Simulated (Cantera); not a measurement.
## Reactions in the system Al-C-H-N

Source: NASA polynomial tables (part measured, part estimated), evaluated in Cantera. Values are per mole of reaction as written; species without (g) are pure solids or liquids, kept so even where they would boil at 1 bar.

2 AlN + 3 C₂H₆(g) = 3 C₂H₄(g) + 2 Al + 2 NH₃(g)

| T (K) | ΔH° (kJ) | ΔS° (J/K) | ΔG° (kJ) | log10 K |
|---|---|---|---|---|
| 950 | 978.9 | 406.4 | 592.8 | -32.59 |
| 1100 | 977.8 | 405.4 | 531.9 | -25.26 |
| 1250 | 976.3 | 404.1 | 471.2 | -19.69 |
| 1400 | 974.6 | 402.8 | 410.6 | -15.32 |
| 1550 | 972.7 | 401.5 | 350.3 | -11.81 |
| 1700 | 970.7 | 400.3 | 290.2 | -8.92 |
